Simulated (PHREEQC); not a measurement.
**Reverse-osmosis permeate (model solution)**

A made-up water analysis in mmol/kgw, 20 °C, pH 5.69, pe 10: Na 0.126; K 0.0472; Ca 0.0928; Mg 0.0616; Cl 0.196; S(6) 0.052; Alkalinity (meq/kgw) 0.192; Cu(2) 0.000988; F 0.00444; N(5) 0.00169; Zn 0.00026; B 0.0006.

Valence states are taken as typed.

All values are PHREEQC results (ion-association model, phreeqc.dat), not measurements.

Precipitation was switched off in this run.

What charge-balance error does the model give?

charge-balance error -1.4 %.

In which forms is C present?

CO2 83 %, HCO3- 17 % of the C.

Real BF4- forms and hydrolyses slowly; the run takes it at equilibrium.
